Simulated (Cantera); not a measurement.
Charge: 1 mol AlN, 15 mol O2, 79 mol N2, 35 mol HCl, at 900 °C and 0.430 bar.

These are equilibrium values from Cantera (NASA tables, ideal gas, pure condensed phases), not measurements of a reactor. Candidate condensed phases: Al, AlCl3, AlN, Al2O3, H2O, NH4Cl; 45 gas species. Equilibrium is a limit: real reactors are often held back by kinetics, nucleation or transport.

Base state: N2 0.627, HCl 0.210, O2 0.0960, H2O 0.0329, Cl2 0.0324, Cl 0.000972, NO 9.55e-5 (mole fractions); condensed: Al2O3(s).

**Question.** What changes in the equilibrium state with this change: temperature from 900 °C to 602 °C?

**Answer.** 
```csv
species,before,after
N2,0.627,0.637
HCl,0.210,0.153
O2,0.0960,0.0822
Cl2,0.0324,0.0639
H2O,0.0329,0.0639
Cl,0.000972,1.78e-5
NO,9.55e-5,3.66e-6
"Al2O3(s), mol",0.500,0.500
```
Condensed phases not in the tables: AlOCl.
